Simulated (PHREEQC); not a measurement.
**Reverse-osmosis permeate (model solution)**

Model water analysis in mg/L, 25 °C, pH 6.32, pe 0.6:

```json
[
 {"constituent": "Na", "mg/L": "1.22"},
 {"constituent": "K", "mg/L": "6.66"},
 {"constituent": "Ca", "mg/L": "2.37"},
 {"constituent": "Mg", "mg/L": "0.258"},
 {"constituent": "Cl", "mg/L": "2.29"},
 {"constituent": "S(6) as SO4", "mg/L": "0.609"},
 {"constituent": "Alkalinity as HCO3", "mg/L": "18.1"},
 {"constituent": "Zn", "mg/L": "0.613"},
 {"constituent": "Li", "mg/L": "0.056"},
 {"constituent": "F", "mg/L": "0.0576"}
]
```

Valence states are taken as typed.

The numbers come from PHREEQC with the ion-association model, phreeqc.dat.

No solid was allowed to form.

Problem. Predict the charge-balance error.

Solution. charge-balance error 1.7 %.

Problem. In which forms is C present?

Solution. CO2 51 %, HCO3- 49 % of the C.

Complexes and solids missing from the database can't appear.
